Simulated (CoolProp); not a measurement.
R236EA along the isotherm 118.15 °C: Z from the reference equation and from simpler models built on Tc = 139.3 °C, pc = 3.414 MPa, ω = 0.368; each cubic takes its own stable root.

Values from CoolProp's reference Helmholtz-energy equation of state, Rui 2013.

| p (MPa) | phase | reference |
|---|---|---|
| 0.019 | gas | 0.9977 |
| 0.0278 | gas | 0.9966 |
| 0.0409 | gas | 0.9950 |
| 0.06 | gas | 0.9926 |
| 0.0881 | gas | 0.9892 |
| 0.129 | gas | 0.9841 |
| 0.19 | gas | 0.9764 |
| 0.278 | gas | 0.9652 |
| 0.409 | gas | 0.9482 |
| 0.6 | gas | 0.9225 |
| 0.881 | gas | 0.8825 |
| 1.29 | gas | 0.8183 |
| 1.9 | gas | 0.7000 |
| 2.78 | liquid | 0.1264 |
| 4.09 | liquid | 0.1791 |
| 6 | liquid | 0.2534 |

How far does each simpler model (van der Waals, Redlich-Kwong, Soave-Redlich-Kwong) lie from the reference over these 16 states: mean and median of the absolute difference, and the worst?


- van der Waals: mean 12.6 %, median 0.9 %, worst +72.7 % at 118.15 °C and 2.78 MPa
- Redlich-Kwong: mean 4.8 %, median 0.2 %, worst +29.7 % at 118.15 °C and 2.78 MPa
- Soave-Redlich-Kwong: mean 3.5 %, median 0.1 %, worst +21.0 % at 118.15 °C and 2.78 MPa
